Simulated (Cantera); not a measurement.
Feed: 1 mol BCl3, 0.47 mol NH3, 30 mol H2, held at 4.30 mbar.

Method: chemical equilibrium by Gibbs-energy minimisation in Cantera with the NASA 1993 tables (ideal gas, pure condensed phases). Candidate condensed phases: B, BN, NH4Cl; 21 gas species. Mutual solubility and eutectic melting of coexisting phases are not modelled. Gases not in the tables: BHCl2. Kinetics and transport are ignored.

Q: What share of the B ends up in condensed phases as a function of T (K), at 1273, 1323, 1373, 1423, 1473, 1523, 1573, 1623, 1673, 1723?

A: 
| T (K) | B condensed (%) | as |
|---|---|---|
| 1273 | 96.5 | B(s) + BN(s) |
| 1323 | 97.6 | B(s) + BN(s) |
| 1373 | 98.2 | B(s) + BN(s) |
| 1423 | 98.4 | B(s) + BN(s) |
| 1473 | 98.3 | B(s) + BN(s) |
| 1523 | 97.7 | B(s) + BN(s) |
| 1573 | 96.7 | B(s) + BN(s) |
| 1623 | 94.9 | B(s) + BN(s) |
| 1673 | 92.0 | B(s) + BN(s) |
| 1723 | 87.6 | B(s) + BN(s) |
